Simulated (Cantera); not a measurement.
Input: 1 mol SiC, 0.0047 mol O2, 990 mol N2, held at 1950 K and 0.133 bar.

Equilibrium computed with Cantera from the NASA thermochemical tables; the gas is ideal and each condensed phase is pure. Candidate condensed phases: C, Si, SiC, SiO2, Si2N2O, Si3N4; 34 gas species. The numbers say what is thermodynamically allowed, not how fast it happens.

Task: What is the equilibrium state?

Result: 
```json
{
  "x(N2)": "1.000",
  "x(Si)": "1.01e-5",
  "x(CO)": "9.37e-6",
  "x(SiN)": "1.08e-6",
  "n(SiC(s))": "0.988 mol",
  "gas_amount": "990.0 mol",
  "log10 activity of C(graphite) (absent)": "-0.09",
  "log10 activity of Si(l) (absent)": "-1.25"
}
```
